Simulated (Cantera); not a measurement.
Input (Python, Cantera) and output of one run.

```python
import numpy as np
import cantera as ct

gas_names = """
    AL ALH ALN ALO ALOH ALO2 ALO2H AL2 AL2O AL2O2 H HALO HNO HNO2 HNO3 HO2 H2 H2O H2O2 N NH NH2 NH3
    NH2OH NO NO2 NO3 N2 N2H2 N2H4 N2O O OH O2 O3
""".split()
cond_names = """
    AL(cr) AL(L) ALN(s) AL2O3(a) AL2O3(L) H2O(s) H2O(L)
""".split()


# ... load() reads the species with a 1 bar reference pressure and builds the phases ...
atoms = {
    'Al': {'AL': 1},
    'H2O': {'H': 2, 'O': 1},
    'N2': {'N': 2},
}
top_T = {'ALN(s)': 2750}  # K; cautious upper limits of use, not melting points


# ... equilibrate(T, P, feed) seeds the gas with the atoms and calls Mixture.equilibrate('TP', solver="vcs", rtol=1e-11, max_steps=5000) ...
results = []
T = 1450  # K
P = 101325  # Pa
for m in [0.084, 0.14, 0.22, 0.36, 0.59, 0.96, 1.6, 2.6, 4.2]:
    feed = {'Al': 1, 'H2O': 0.41, 'N2': m}  # mol
    mix = equilibrate(T, P, feed)
    results.append((T, P, feed, dict(zip(mix.species_names, mix.species_moles))))

top = {s: max(r[3][s] / sum(r[3][g] for g in gas_names) for r in results) for s in gas_names}
cols = sorted((s for s in top if top[s] > 1e-05), key=lambda s: -top[s])[:5]
seen = [c for c in cond_names if any(r[3].get(c, 0) > 1e-12 for r in results)]
print("log10 of partial pressures in bar; condensed amounts in mol")
print(f"{'n(N2)':>10s}" + "".join(f"{s[:9]:>10s}" for s in cols + seen))
for T, P, feed, n in results:
    ng = sum(n[g] for g in gas_names)
    print(f"{feed['N2']:10.4g}" + "".join(f"{np.log10(max(n[s] / ng * P / 1e5, 1e-99)):10.3f}" for s in cols)
          + "".join(f"{n.get(c, 0):10.4g}" for c in seen))
```

It prints:

```
log10 of partial pressures in bar; condensed amounts in mol
     n(N2)        H2        N2       NH3     AL(L)    ALN(s)  AL2O3(a)
     0.084     0.006   -11.450    -9.857    0.5587     0.168    0.1367
      0.14     0.006   -11.450    -9.857    0.4467      0.28    0.1367
      0.22     0.006   -11.450    -9.857    0.2867      0.44    0.1367
      0.36     0.006   -11.450    -9.857  0.006659      0.72    0.1367
      0.59    -0.185    -0.443    -4.640         0    0.7267    0.1367
      0.96    -0.384    -0.221    -4.828         0    0.7267    0.1367
       1.6    -0.598    -0.119    -5.097         0    0.7267    0.1367
       2.6    -0.804    -0.067    -5.380         0    0.7267    0.1367
       4.2    -1.010    -0.038    -5.674         0    0.7267    0.1367
```

Equilibrium computed with Cantera from the NASA thermochemical tables; the gas is ideal and each condensed phase is pure. Mutual solubility and eutectic melting of coexisting phases are not modelled.
